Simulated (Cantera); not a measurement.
Input: 1 mol SiC, 0.0047 mol O2, 250 mol N2, equilibrated at 1298.15 K and 0.360 bar.

Cantera equilibrium calculation (NASA polynomials, part measured and part estimated; ideal gas, pure solids and liquids). Candidate condensed phases: C, Si, SiC, SiO2, Si2N2O, Si3N4; 34 gas species. N2 is the only nitrogen source here; it is nearly inert below about 1500 K, so the nitride shown seldom forms there in practice. Mutual solubility and eutectic melting of coexisting phases are not modelled. Equilibrium is a limit: real reactors are often held back by kinetics, nucleation or transport.

Base state: N2 1.000 (mole fractions); condensed: C(graphite) + Si2N2O(s) + Si3N4(s).

Problem. What changes in the equilibrium state with this change: temperature from 1298.15 K to 2048.15 K?

Solution. 
```
species            before    after
----------------  -------  -------
N2                  1.000    1.000
CO                2.96e-6  3.59e-5
Si                  <1e-9  2.97e-5
C(graphite), mol    0.999        0
Si2N2O(s), mol    0.00866        0
Si3N4(s), mol       0.328        0
SiC(s), mol             0    0.990
```

Problem. What changes in the equilibrium state with this change: temperature from 1298.15 K to 1775 K?

Solution. 
```json
[
 {"species": "N2", "before": "1.000", "after": "1.000"},
 {"species": "CO", "before": "2.96e-6", "after": "3.59e-5"},
 {"species": "C(graphite), mol", "before": "0.999", "after": "0"},
 {"species": "Si2N2O(s), mol", "before": "0.00866", "after": "0"},
 {"species": "Si3N4(s), mol", "before": "0.328", "after": "0.00282"},
 {"species": "SiC(s), mol", "before": "0", "after": "0.991"}
]
```
